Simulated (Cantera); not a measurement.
An adiabatic, constant-volume homogeneous reactor starts with 6.67 % CH4, 0.433 % C2H6, 19.5 % O2, 73.4 % N2, equivalence ratio 0.76, at 1275 K and 1350 Torr.

Model: GRI-Mech 3.0 (53 species, 325 reactions), integrated in Cantera.

Problem. Predict: time of steepest temperature rise; temperature at 0.200 s; equilibrium temperature; x(O2) at 0.200 s; x(NO2) at 0.200 s.

Solution. 
```json
{
  "time_of_steepest_temperature_rise": "2.23 ms",
  "temperature at 0.200 s": "2765 K",
  "equilibrium_temperature": "2765 K",
  "x(O2) at 0.200 s": "0.0439 (gas-phase equilibrium 0.0439)",
  "x(NO2) at 0.200 s": "9.65e-6 (gas-phase equilibrium 9.65e-6)"
}
```
